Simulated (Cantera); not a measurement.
Feed: 1 mol BF3, 0.16 mol NH3, a varied amount of H2, equilibrated at 1200 K and 710 Pa.

Cantera equilibrium calculation (NASA polynomials, part measured and part estimated; ideal gas, pure solids and liquids). Candidate condensed phases: B, BN; 31 gas species. The tables' values for BF2 are old estimates; treat these amounts as uncertain. Rates play no part.

log p: log10 of the partial pressure in bar; n: condensed amount in mol.

| n(H2) (mol) | log p H2 | log p BF3 | log p N2 | log p HF | log p BHF2 | n BN(s) |
|---|---|---|---|---|---|---|
| 0.14 | -2.75 | -2.32 | -3.43 | -3.90 | -5.35 | 0.00837 |
| 0.25 | -2.67 | -2.35 | -3.47 | -3.87 | -5.33 | 0.00951 |
| 0.45 | -2.57 | -2.40 | -3.53 | -3.85 | -5.30 | 0.0113 |
| 0.8 | -2.47 | -2.48 | -3.61 | -3.84 | -5.29 | 0.0138 |
| 1.4 | -2.38 | -2.59 | -3.73 | -3.85 | -5.30 | 0.0173 |
| 2.6 | -2.29 | -2.75 | -3.91 | -3.89 | -5.34 | 0.0226 |
| 4.6 | -2.24 | (withheld) | (withheld) | (withheld) | (withheld) | (withheld) |
| 8.3 | -2.20 | (withheld) | (withheld) | (withheld) | (withheld) | (withheld) |
| 15 | -2.18 | -3.39 | -4.62 | -4.17 | -5.58 | 0.0501 |
| 27 | -2.17 | -3.63 | -4.92 | -4.29 | -5.69 | 0.0649 |
| 48 | -2.16 | -3.88 | -5.25 | -4.43 | -5.80 | 0.0826 |

Q: Fill in the missing entries.

A: 
- 4.6, log p BF3: -2.94
- 4.6, log p N2: -4.11
- 4.6, log p HF: -3.96
- 4.6, log p BHF2: -5.40
- 4.6, n BN(s): 0.0293
- 8.3, log p BF3: -3.15
- 8.3, log p N2: -4.35
- 8.3, log p HF: -4.05
- 8.3, log p BHF2: -5.48
- 8.3, n BN(s): 0.0383
